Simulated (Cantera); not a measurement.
A perfectly stirred reactor is fed with C3H8 : O2 : N2 : CO2 = 1 : 3.33 : 12.5 : 2.2 (molar parts), equivalence ratio 1.5, at 0.701 atm; it is adiabatic with a 525 K inlet, and is followed from long to short residence time, starting on the burning branch (τ in s: 0.033, 0.014, 0.0061, 0.0027, 0.0011, 0.00049, 0.00021, 9.2e-05, 4e-05, 1.7e-05, 7.4e-06).

Computed with Cantera and GRI-Mech 3.0 (53 species, 325 reactions). GRI-Mech 3.0 was tuned for natural gas; its chemistry of propane as a main component is partial and can be far from experiment.

```json
[
 {"quantity": "blow-out, bracketed by the residence times tried", "before": "burning at 0.490 ms, out at 0.210 ms", "after": "burning at 6.10 ms, out at 2.70 ms"},
 {"quantity": "x(C3H8) at τ = 33.0 ms", "before": "2.03e-6", "after": "0.000119"},
 {"quantity": "x(O2) at τ = 33.0 ms", "before": "0.000317", "after": "0.00538"},
 {"quantity": "x(CO2) at τ = 33.0 ms", "before": "0.121", "after": "0.0979"},
 {"quantity": "x(CH2) at τ = 33.0 ms", "before": "1.36e-6", "after": "9.95e-7"},
 {"quantity": "x(CH2O) at τ = 33.0 ms", "before": "3.62e-6", "after": "3.72e-5"},
 {"quantity": "x(C3H8) at τ = 0.490 ms", "before": "0.000149", "after": "0.0768"},
 {"quantity": "x(O2) at τ = 0.490 ms", "before": "0.0115", "after": "0.171"},
 {"quantity": "x(CO2) at τ = 0.490 ms", "before": "0.117", "after": "0.113"},
 {"quantity": "x(CH2) at τ = 0.490 ms", "before": "3.29e-5", "after": "<1e-12"},
 {"quantity": "x(CH2O) at τ = 0.490 ms", "before": "0.000136", "after": "<1e-12"}
]
```

**Question.** What was changed between the two runs?
(A) inlet temperature 525 to 325 K
(B) inlet temperature 525 to 450 K
(C) C3H8 1 to 1.5 parts
(D) O2 3.33 to 4.5 parts

**Answer.** C, C3H8 1 to 1.5 parts
